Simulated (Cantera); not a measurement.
An isothermal plug-flow reactor at 1050 K and 1.00 bar (inlet), inlet velocity 0.89 m/s, active area per volume 100 1/m; feed 0.323 % CH4, 5.26 % O2, 94.4 % N2, equivalence ratio 0.12.

Model: Deutschmann's 1995 Pt surface mechanism with GRI-Mech 3.0 gas chemistry, integrated in Cantera. Catalytic surfaces can have several steady states; this one follows from the mechanism file's or the stated starting coverage. Mass transfer to the wall is taken as infinitely fast.

**Question.** Predict: x(CH4) at z = 0.049 m; x(O2) at z = 0.049 m; x(H2O) at z = 0.049 m; x(CO2) at z = 0.049 m; x(CO) at z = 0.049 m; θ(free Pt) at the exit; θ(O*) at the exit; θ(OH*) at the exit.

**Answer.** 
```
Item                     Result
----------------------  -------
x(CH4) at z = 0.049 m   0.00121
x(O2) at z = 0.049 m     0.0486
x(H2O) at z = 0.049 m   0.00400
x(CO2) at z = 0.049 m   0.00199
x(CO) at z = 0.049 m    9.01e-7
θ(free Pt) at the exit    0.294
θ(O*) at the exit         0.705
θ(OH*) at the exit      0.00110
```
